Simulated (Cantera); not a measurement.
A Cantera script and what it prints.

```python
import numpy as np
import cantera as ct

gas_names = """
    CL CL2 H HCL H2 N NH NH2 NH3 N2 N2H2 N2H4 Si SiCL SiCL2 SiCL3 SiCL4 SiH SiHCL3 SiH2 SiH2CL2 SiH3
    SiH3CL SiH4 SiN Si2 Si2N Si3
""".split()
cond_names = """
    NH4CL(a) NH4CL(b) Si(cr) Si(L) Si3N4(a)
""".split()


def load(file, names, dense=False):
    # The tables refer to 1 bar. Condensed volumes are neglected.
    table = {s.name: s for s in ct.Species.list_from_file(file)}
    out = []
    for n in names:
        d = dict(table[n].input_data)
        d["thermo"] = dict(d["thermo"], **{"reference-pressure": 1e5})
        if dense:
            d["equation-of-state"] = {"model": "constant-volume", "density": "1e6 g/cm^3"}
        out.append(ct.Species.from_dict(d))
    return out


gas = ct.Solution(thermo="ideal-gas", species=load("nasa_gas.yaml", gas_names))
cond = {s.name: ct.Solution(thermo="fixed-stoichiometry", species=[s], name=s.name)
        for s in load("nasa_condensed.yaml", cond_names, dense=True)}
atoms = {
    'Si2Cl6': {'Si': 2, 'CL': 6},
    'NH3': {'N': 1, 'H': 3},
}
top_T = {'Si3N4(a)': 2400}  # K; cautious upper limits of use, not melting points


def equilibrate(T, P, feed):
    n = {}
    for name, mol in feed.items():
        for a, k in atoms[name].items():
            n[a] = n.get(a, 0.0) + k * mol
    gas.TPX = T, P, n
    mass = sum(n.values()) * gas.mean_molecular_weight
    gas.equilibrate("TP")
    valid = [c for c in cond.values() if c.min_temp <= T <= top_T.get(c.name, c.max_temp)]
    mix = ct.Mixture([(gas, mass / gas.mean_molecular_weight)] + [(c, 0.0) for c in valid])
    mix.T, mix.P = T, P
    mix.equilibrate("TP", solver="vcs", rtol=1e-11, max_steps=5000)
    return mix


results = []
feed = {'Si2Cl6': 1, 'NH3': 1.3}  # mol
T = 1223.15  # K
P = 1000  # Pa
mix = equilibrate(T, P, feed)
results.append((T, P, feed, dict(zip(mix.species_names, mix.species_moles))))
print(gas.report(threshold=0.0001))
for i in range(1, mix.n_phases):
    print(f"{mix.phase(i).name:16s} {mix.phase_moles(i):12.5e} mol")
```

It prints:

```
       temperature   1223.2 K
          pressure   1000 Pa
           density   0.0061854 kg/m^3
  mean mol. weight   62.905 kg/kmol
   phase of matter   gas

                          1 kg             1 kmol
                     ---------------   ---------------
          enthalpy        -2.698e+06       -1.6972e+08  J
   internal energy       -2.8597e+06       -1.7989e+08  J
           entropy            5233.7        3.2923e+05  J/K
    Gibbs function       -9.0996e+06       -5.7241e+08  J
 heat capacity c_p            829.46             52177  J/K
 heat capacity c_v            697.28             43862  J/K

                      mass frac. Y      mole frac. X     chem. pot. / RT
                     ---------------   ---------------   ---------------
               HCL           0.25044           0.43211           -39.334
                H2         0.0087574           0.27325           -23.932
                N2         0.0064386          0.014458            -34.25
             SiCL2          0.014173         0.0090072           -64.054
             SiCL3          0.035892          0.016795           -91.422
             SiCL4           0.67378           0.24949           -118.79
            SiHCL3          0.010494         0.0048737           -103.39
     [  +21 minor]        2.1639e-05        1.6459e-05

Si(cr)            0.00000e+00 mol
Si3N4(a)          2.96335e-01 mol
```

These are equilibrium values from Cantera (NASA tables, ideal gas, pure condensed phases), not measurements of a reactor. The feed counts by its element totals alone. The tables' values for SiCl3 are old estimates; treat these amounts as uncertain.
